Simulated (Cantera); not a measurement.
Feed: 1 mol SiC, 1.2 mol H2O, a varied amount of N2, 0.014 mol N2O, held at 1173 K and 2400 Torr.

Cantera equilibrium calculation (NASA polynomials, part measured and part estimated; ideal gas, pure solids and liquids). Candidate condensed phases: C, C6H6, C7H8, C8H18, H2O, Si, SiC, SiO2, Si2N2O, Si3N4; 151 gas species. Mutual solubility and eutectic melting of coexisting phases are not modelled. The tables hold silica as quartz up to 1696 K and as liquid above; real silica turns to tridymite and cristobalite and melts near 1996 K. The numbers say what is thermodynamically allowed, not how fast it happens.

**Question.** Which condensed phases are stable at each of these points (n(N2) (mol)): 3.6, 5.4, 8.2, 12, 19, 28, 42, 64, 97, 150, 220, 330?

**Answer.** 
| n(N2) (mol) | condensed phases | Si condensed (%) |
|---|---|---|
| 3.6 | C(graphite) + SiO2(β-quartz) + Si2N2O(s) | 100.0 |
| 5.4 | C(graphite) + SiO2(β-quartz) + Si2N2O(s) | 100.0 |
| 8.2 | C(graphite) + SiO2(β-quartz) + Si2N2O(s) | 100.0 |
| 12 | C(graphite) + SiO2(β-quartz) + Si2N2O(s) | 100.0 |
| 19 | C(graphite) + SiO2(β-quartz) + Si2N2O(s) | 100.0 |
| 28 | C(graphite) + SiO2(β-quartz) + Si2N2O(s) | 100.0 |
| 42 | C(graphite) + SiO2(β-quartz) + Si2N2O(s) | 100.0 |
| 64 | C(graphite) + SiO2(β-quartz) + Si2N2O(s) | 100.0 |
| 97 | C(graphite) + SiO2(β-quartz) + Si2N2O(s) | 100.0 |
| 150 | C(graphite) + SiO2(β-quartz) + Si2N2O(s) | 100.0 |
| 220 | C(graphite) + Si2N2O(s) | 100.0 |
| 330 | C(graphite) + Si2N2O(s) | 100.0 |

From 3.6 mol N2 to 150 mol N2 the condensed part is C(graphite) + SiO2(β-quartz) + Si2N2O(s). From 220 mol N2 to 330 mol N2 the condensed part is C(graphite) + Si2N2O(s).
